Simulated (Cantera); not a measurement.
Mixture: CH₄ : C₂H₆ : O₂ : N₂ = 1 : 0.24 : 4.44 : 16.7 (molar parts), equivalence ratio 0.64, at 0.990 bar, adiabatic and at constant volume. Ignition delay is the time to a rise of 400 K.

Detailed kinetics in Cantera: GRI-Mech 3.0 (53 species, 325 reactions).

Problem. Predict: delay at 1175 K; delay at 1275 K; delay at 1375 K; delay at 1475 K; delay at 1575 K; delay at 1675 K; delay at 1775 K; apparent activation energy between 1575 and 1775 K.

Solution. 
| Quantity | Value |
|---|---|
| delay at 1175 K | 3.76 ms |
| delay at 1275 K | 0.936 ms |
| delay at 1375 K | 0.340 ms |
| delay at 1475 K | 0.151 ms |
| delay at 1575 K | 75.2 µs |
| delay at 1675 K | 41.2 µs |
| delay at 1775 K | 24.6 µs |
| apparent activation energy between 1575 and 1775 K | 130 kJ/mol |
